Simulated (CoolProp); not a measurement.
Carbon monoxide at 293.15 K and 1.29 MPa is throttled through a valve to 0.881 MPa with no heat exchange. Each further row changes one setting.

The numbers come from the reference Helmholtz-energy equation of state, Lemmon 2006 in CoolProp. It is a short technical equation, of lower accuracy than the large ones.

```json
[
 {"case": "as stated", "temperature change (K)": "-1.0", "final density (kg/m³)": "10.2"},
 {"case": "outlet pressure 0.264 MPa", "temperature change (K)": "-2.7", "final density (kg/m³)": "3.07"},
 {"case": "outlet pressure 1.15 MPa", "temperature change (K)": "-0.4", "final density (kg/m³)": "13.3"}
]
```
